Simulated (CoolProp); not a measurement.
Vapour-liquid equilibrium of propane (1) + cyclohexane (2) at 43.45 °C; x and y are mole fractions of (1).

Computed with CoolProp (multi-fluid Helmholtz-energy mixture model, Lemmon 2009 and Zhou 2014; pair parameters Bell 2016).

Task: Give the bubble pressure and the first vapour's composition at x = 0.05, 0.5, 0.65. Is there an azeotrope?

Result: x = 0.05: 0.1089 MPa, y = 0.745; x = 0.5: 0.7693 MPa, y = 0.973; x = 0.65: 0.9636 MPa, y = 0.982. No azeotrope shows between x = 0.05 and 0.95.

The pair parameters rest on a limited set of measurements; away from them the model extrapolates. The gap from Raoult's law changes sign with composition, which may be real or a fault of the pair parameters; it wasn't checked against measurements.
